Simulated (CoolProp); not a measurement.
The numbers come from the reference Helmholtz-energy equation of state, Lemmon 2016 in CoolProp.

Question: For R227EA, give the phase and the viscosity (µPa s), fugacity coefficient at 424.6 K and 19.9 bar; 424.6 K and 23.9 bar; 424.6 K and 39.9 bar.

Answer: 
- 424.6 K and 19.9 bar: gas; viscosity 17.6, fugacity coefficient 0.857
- 424.6 K and 23.9 bar: gas; viscosity 18.1, fugacity coefficient 0.830
- 424.6 K and 39.9 bar: supercritical; viscosity 21.8, fugacity coefficient 0.725

Viscosity comes from a separate model (Huber 2003), an estimate that may be off by 10 % or more.
